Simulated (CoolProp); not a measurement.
Carbon monoxide at 293.15 K and 1.9 MPa is throttled through a valve to 0.562 MPa with no heat exchange. Each further row changes one setting.

Model: reference Helmholtz-energy equation of state, Lemmon 2006, in CoolProp. It is a short technical equation, of lower accuracy than the large ones.

```csv
case,temperature change (K),final density (kg/m³)
as stated,-3.4,6.55
outlet pressure 0.169 MPa,-4.5,1.97
outlet pressure 0.731 MPa,-3.0,8.51
```
